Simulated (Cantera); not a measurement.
A perfectly stirred reactor is fed with 18.9 % C₂H₆, 81.1 % N₂, at 6500 Pa; it is held at 1500 K, and followed from long to short residence time.

Cantera simulation using GRI-Mech 3.0 (53 species, 325 reactions); the numbers are that mechanism's predictions, not measurements. GRI-Mech 3.0 stops at C3 and has no aromatics, soot or wall deposition, so with more carbon than oxygen in the feed, carbon stays in small species such as C2H2 where larger ones or solid carbon would form.

x: mole fraction; the columns are a selection and need not sum to one.

```json
[
 {"τ (s)": "0.50", "x C₂H₆": "0.000443", "x C₂H₄": "0.00331", "x H": "…", "x HCN": "2.16e-7", "x CH₃": "0.000416"},
 {"τ (s)": "0.15", "x C₂H₆": "0.00124", "x C₂H₄": "0.00744", "x H": "…", "x HCN": "1.68e-7", "x CH₃": "0.000699"},
 {"τ (s)": "0.044", "x C₂H₆": "0.00358", "x C₂H₄": "0.0172", "x H": "…", "x HCN": "1.25e-7", "x CH₃": "0.00118"},
 {"τ (s)": "0.013", "x C₂H₆": "0.0105", "x C₂H₄": "0.0355", "x H": "0.000189", "x HCN": "9.16e-8", "x CH₃": "0.00200"},
 {"τ (s)": "0.0040", "x C₂H₆": "0.0295", "x C₂H₄": "0.0568", "x H": "0.000191", "x HCN": "6.66e-8", "x CH₃": "0.00334"},
 {"τ (s)": "0.0012", "x C₂H₆": "0.0745", "x C₂H₄": "0.0592", "x H": "…", "x HCN": "4.47e-8", "x CH₃": "0.00507"},
 {"τ (s)": "0.00036", "x C₂H₆": "0.135", "x C₂H₄": "0.0319", "x H": "…", "x HCN": "2.66e-8", "x CH₃": "0.00572"}
]
```

Task: What belongs in the gaps?

Result: 
- 0.50, x H: 0.000120
- 0.15, x H: 0.000145
- 0.044, x H: 0.000170
- 0.0012, x H: 0.000168
- 0.00036, x H: 0.000128
